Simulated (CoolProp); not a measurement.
Aqueous ethanol as a coolant, at -7 °C, 1 atm.

Model: Melinder's fits for secondary coolants, in CoolProp.

| mass % | freezing point (°C) | cp (kJ/(kg K)) | Prandtl number | conductivity (W/(m K)) | density (kg/m³) |
|---|---|---|---|---|---|
| 20.2 | -11.3 | 4.377 | 78.9 | 0.440 | 977.0 |
| 28.3 | -18.5 | 4.186 | 103 | 0.401 | 970.0 |
| 36.4 | -26.2 | 3.942 | 114 | 0.364 | 959.8 |
| 44.5 | -33.4 | 3.702 | 113 | 0.331 | 946.0 |
| 52.5 | -39.4 | 3.482 | 103 | 0.301 | 929.5 |
